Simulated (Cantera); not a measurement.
Feed: 1 mol C2H4, 1.7 mol H2O, at 1473.15 K and 975 Torr.

Equilibrium computed with Cantera from the NASA thermochemical tables; the gas is ideal and each condensed phase is pure. Candidate condensed phases: C, C6H6, C7H8, C8H18, H2O; 110 gas species. Equilibrium is a limit: real reactors are often held back by kinetics, nucleation or transport.

Base state: H2 0.683, CO 0.315, CH4 0.00178, H2O 0.000585, CO2 0.000109 (mole fractions); condensed: C(graphite).

What changes in the equilibrium state with this change: temperature from 1473.15 K to 1550 K?


| species | before | after |
|---|---|---|
| H2 | 0.683 | 0.683 |
| CO | 0.315 | 0.315 |
| CH4 | 0.00178 | 0.00123 |
| H2O | 0.000585 | 0.000339 |
| H | 9.19e-6 | 2.28e-5 |
| C2H2 (acetylene) | 4.45e-6 | 1.10e-5 |
| CO2 | 0.000109 | 5.58e-5 |
| C(graphite), mol | 0.294 | 0.295 |

What changes in the equilibrium state with this change: pressure from 975 Torr to 71300 Torr?


```tsv
species	before	after
H2	0.683	0.563
CO	0.315	0.306
CH4	0.00178	0.0884
H2O	0.000585	0.0343
C2H6	1.41e-8	4.23e-5
CO2	0.000109	0.00754
C2H4	1.48e-6	7.35e-5
C(graphite), mol	0.294	0.0765
```
The ideal-gas law is rough above about 30 bar.
